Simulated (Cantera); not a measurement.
Charge: 1 mol Al, 0.51 mol I₂, 18 mol H₂, at 0.100 bar.

Method: chemical equilibrium by Gibbs-energy minimisation in Cantera with the NASA 1993 tables (ideal gas, pure condensed phases). Candidate condensed phases: Al, AlI₃, I₂; 11 gas species. Kinetics and transport are ignored.

Problem. At 600 K, list the 3 most abundant gas species with their mole fractions, and the condensed phases.

Solution. H₂ 0.982, AlI₃ 0.0173, Al₂I₆ 0.000616. Condensed: Al(s).
